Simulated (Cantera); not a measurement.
# N2O furnace oxynitridation

An isothermal, constant-pressure homogeneous reactor starts with N2O = 1 (molar parts), at 1425 K and 100.0 Torr.

Detailed kinetics in Cantera: GRI-Mech 3.0 (53 species, 325 reactions). GRI-Mech 3.0 was tuned for natural gas; its chemistry of N2O as a main component is partial and can be far from experiment. The temperature is held fixed by assumption; the heat of reaction is taken as removed at once.

| t (s) | x N2O | x NO2 | x O | x N2 | x O2 | x NO |
|---|---|---|---|---|---|---|
| 2.00e-6 | 1.000 | <1e-12 | 2.80e-6 | 3.03e-6 | 9.92e-8 | 5.26e-8 |
| 1.55e-5 | 1.000 | <1e-12 | 1.65e-5 | 2.76e-5 | 4.91e-6 | 2.61e-6 |
| 0.000120 | 1.000 | 4.62e-10 | 3.32e-5 | 0.000288 | 0.000112 | 5.97e-5 |
| 0.000928 | 0.996 | 3.84e-8 | 3.34e-5 | 0.00240 | 0.00104 | 0.000554 |
| 0.00719 | 0.969 | 1.75e-6 | 3.34e-5 | 0.0184 | 0.00812 | 0.00431 |
| 0.0557 | 0.791 | 2.65e-5 | 3.32e-5 | 0.125 | 0.0552 | 0.0292 |
| 0.431 | 0.214 | 0.000120 | 3.02e-5 | 0.470 | 0.208 | 0.108 |
| 3.34 | 0.000661 | 0.000323 | 2.51e-6 | 0.601 | 0.268 | 0.131 |
| 25.8 | 4.85e-6 | 0.000364 | 1.99e-6 | 0.602 | 0.268 | 0.130 |
| 200 | 4.64e-6 | 0.000357 | 1.99e-6 | 0.603 | 0.269 | 0.127 |
x: mole fraction; the columns are a selection and need not sum to one.

Equilibrium at this temperature and pressure: N2O 2.04e-8, NO2 3.02e-6, O 2.21e-6, N2 0.666, O2 0.333, NO 0.000968 (gas phase only).
